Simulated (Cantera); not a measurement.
Feed: 1 mol BF3, 11 mol H2O, 15 mol H2, held at 0.270 bar.

These are equilibrium values from Cantera (NASA tables, ideal gas, pure condensed phases), not measurements of a reactor. Candidate condensed phases: B, B2O3, B3O3H3, H2O; 43 gas species. Gases not in the tables: H3BO3. Rates play no part.

### Question
At 1050 K, list the 7 most abundant gas species with their mole fractions, and the condensed phases.

### Answer
H2 0.549, H2O 0.360, HF 0.0786, BF3 0.00933, (HBO2)3 0.00245, B3O3F3 0.00105, HBO2 8.18e-5. Condensed: B2O3(l).
